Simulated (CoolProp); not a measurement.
A single-stage vapour-compression cycle with n-perfluorohexane: evaporating at 280.15 K (dew point), condensing at 338.15 K (bubble point), superheat 5 K, subcooling 5 K, compressor efficiency 0.7, no pressure losses. Each further row changes one setting.

Computed with CoolProp (reference Helmholtz-energy equation of state, Gao 2022).

| case | cooling COP | pressure ratio | discharge temperature (K) | refrigerating effect (kJ/kg) | volumetric capacity (kJ/m³) |
|---|---|---|---|---|---|
| as stated | 2.09 | 10.5 | 338.1 | 45.4 | 82.1 |
| evaporating temperature 285.15 K | 2.50 | 8.15 | 338.1 | 49.3 | 113 |
| condensing temperature 333.15 K | 2.49 | 8.90 | 333.2 | 50.9 | 92.0 |
| subcooling 10 K | 2.35 | 10.5 | 338.1 | 50.9 | 92.0 |
| superheat 15 K | 2.27 | 10.5 | 338.1 | 53.4 | 93.2 |
| compressor efficiency 0.6 | 1.79 | 10.5 | 338.1 | 45.4 | 82.1 |

The compression ends wet for: as stated; evaporating temperature 285.15 K; condensing temperature 333.15 K; subcooling 10 K; superheat 15 K; compressor efficiency 0.6.
